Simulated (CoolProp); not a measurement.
A single-stage vapour-compression cycle with C2F6 (R116): evaporating at 235.15 K (dew point), condensing at 268.15 K (bubble point), superheat 8 K, subcooling 8 K, compressor efficiency 0.7, no pressure losses. Each further row changes one setting.

The numbers come from the reference Helmholtz-energy equation of state, Lemmon 2006 in CoolProp. It is a short technical equation, of lower accuracy than the large ones.

```json
[
 {"case": "as stated", "cooling COP": "4.09", "pressure ratio": "2.78", "discharge temperature (K)": "280.7", "refrigerating effect (kJ/kg)": "74.1", "volumetric capacity (kJ/m³)": "3390"},
 {"case": "evaporating temperature 240.15 K", "cooling COP": "5.09", "pressure ratio": "2.34", "discharge temperature (K)": "?", "refrigerating effect (kJ/kg)": "76.5", "volumetric capacity (kJ/m³)": "4160"},
 {"case": "condensing temperature 263.15 K", "cooling COP": "5.08", "pressure ratio": "2.42", "discharge temperature (K)": "275.1", "refrigerating effect (kJ/kg)": "80.1", "volumetric capacity (kJ/m³)": "3660"},
 {"case": "subcooling 13 K", "cooling COP": "4.42", "pressure ratio": "2.78", "discharge temperature (K)": "280.7", "refrigerating effect (kJ/kg)": "80.1", "volumetric capacity (kJ/m³)": "?"},
 {"case": "superheat 18 K", "cooling COP": "4.19", "pressure ratio": "2.78", "discharge temperature (K)": "290.3", "refrigerating effect (kJ/kg)": "81.7", "volumetric capacity (kJ/m³)": "3510"},
 {"case": "compressor efficiency 0.6", "cooling COP": "?", "pressure ratio": "2.78", "discharge temperature (K)": "283.9", "refrigerating effect (kJ/kg)": "74.1", "volumetric capacity (kJ/m³)": "3390"}
]
```

**Question.** What belongs in the gaps?

**Answer.** 
- evaporating temperature 240.15 K, discharge temperature (K): 279.9
- subcooling 13 K, volumetric capacity (kJ/m³): 3670
- compressor efficiency 0.6, cooling COP: 3.50
